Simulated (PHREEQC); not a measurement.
**Nickel, zinc or cadmium bath (model solution)**

Consider water at 40 °C with 0.00032 mol CdSO4 and 3.7e-06 mol FeSO4 per kg of water. Closed to the air; pH follows from the charge balance.

Computed with PHREEQC (ion-association model, phreeqc.dat).

```json
{
 "pH": "6.52",
 "ionic_strength": "0.00121 mol/kgw",
 "specific_conductance": "104 µS/cm"
}
```

```
species  molality  activity   log γ
-------  --------  --------  ------
SO4-2    0.000303  0.000258  -0.069
Cd+2     0.000299  0.000255  -0.070
CdSO4     2.07e-5   2.07e-5   0.000
Fe+2      3.51e-6   3.00e-6  -0.068
H+        3.12e-7   3.00e-7  -0.017
CdOH+     2.12e-7   2.03e-7  -0.017
FeSO4     1.79e-7   1.79e-7   0.000
```

No solid was allowed to form. Species that the database lacks are ignored. Away from 25 °C the constants follow the database's enthalpies or fits; those with neither stay at their 25 °C values.
